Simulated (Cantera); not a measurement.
A closed system holds: 1 mol SiC, 0.29 mol CO₂, 2.7 mol H₂, equilibrated at 1073 K and 0.00105 Torr.

Equilibrium computed with Cantera from the NASA thermochemical tables; the gas is ideal and each condensed phase is pure. Candidate condensed phases: C, C₆H₆, C₇H₈, C₈H₁₈, H₂O, Si, SiC, SiO₂; 123 gas species. Mutual solubility and eutectic melting of coexisting phases are not modelled. Equilibrium is a limit: real reactors are often held back by kinetics, nucleation or transport.

Base state: H₂ 0.874, CO 0.125, SiO 0.000346, H 1.11e-5 (mole fractions); condensed: SiC(s) + SiO₂(β-quartz).

Q: What changes in the equilibrium state with this change: temperature from 1073 K to 1273.15 K?

A: 
| species | before | after |
|---|---|---|
| H₂ | 0.874 | 0.823 |
| CO | 0.125 | 0.133 |
| SiO | 0.000346 | 0.0442 |
| H | 1.11e-5 | 0.000548 |
| SiC(s), mol | 0.903 | 0.855 |
| SiO₂(β-quartz), mol | 0.0960 | 0 |

Q: What changes in the equilibrium state with this change: SiC replaced by Si₃N₄?

A: 
```tsv
species	before	after
H₂	0.874	0.875
N₂	0	0.125
H	1.11e-5	1.11e-5
CO	0.125	4.45e-7
SiO	0.000346	3.45e-8
SiC(s), mol	0.903	0.290
SiO₂(β-quartz), mol	0.0960	0
Si₂N₂O(s), mol	0	0.580
Si₃N₄(s), mol	0	0.517
```
Further candidate phases: Si₂N₂O, Si₃N₄.

Q: What changes in the equilibrium state with this change: temperature from 1073 K to 2173 K?

A: 
```json
[
 {"species": "H", "before": "1.11e-5", "after": "0.733"},
 {"species": "Si", "before": "<1e-9", "after": "0.136"},
 {"species": "CO", "before": "0.125", "after": "0.0856"},
 {"species": "H₂", "before": "0.874", "after": "0.0323"},
 {"species": "SiC₂", "before": "<1e-9", "after": "0.0118"},
 {"species": "C₃", "before": "<1e-9", "after": "0.000992"},
 {"species": "C", "before": "<1e-9", "after": "0.000671"},
 {"species": "C₂", "before": "<1e-9", "after": "8.62e-5"},
 {"species": "C₂H₂ (acetylene)", "before": "<1e-9", "after": "7.12e-5"},
 {"species": "SiC(s), mol", "before": "0.903", "after": "0"},
 {"species": "SiO₂(β-quartz), mol", "before": "0.0960", "after": "0"},
 {"species": "C(graphite), mol", "before": "0", "after": "0.523"}
]
```
